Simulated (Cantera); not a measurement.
A closed system holds: 1 mol borazine, 7.3 mol O2, a varied amount of H2, held at 7.70 mbar.

Cantera equilibrium calculation (NASA polynomials, part measured and part estimated; ideal gas, pure solids and liquids). Candidate condensed phases: B, BN, B2O3, B3O3H3, H2O; 39 gas species. The feed counts by its element totals alone. Equilibrium is a limit: real reactors are often held back by kinetics, nucleation or transport.

Stable condensed phases, one row left out:

```
T in °C \ n(H2) in mol
         2.5 3.5 4.8 6.6 9.1  13  17  24  33  45  62
   1250    A   A   B   B   B   B   B   B   B   B   B
   1200    A   A   A   A   A   A   B   B   B   B   B
   1100    A   A   A   A   A   A   A   A   A   A   A
   1050    A   A   A   A   A   A   A   A   A   A   A
   1000    A   A   A   A   A   A   A   A   A   A   A
    950    A   A   A   A   A   A   A   A   A   A   A
    900    A   A   A   A   A   A   A   A   A   A   A
    850    A   A   A   A   A   A   A   A   A   A   A
    800    A   A   A   A   A   A   A   A   A   A   A
    750    A   A   A   A   A   A   A   A   A   A   A
```

A: B2O3; B: gas only.

Problem. Give the row for 1150 °C.

Solution. 2.5: B2O3; 3.5: B2O3; 4.8: B2O3; 6.6: B2O3; 9.1: B2O3; 13: B2O3; 17: B2O3; 24: B2O3; 33: B2O3; 45: B2O3; 62: gas only.
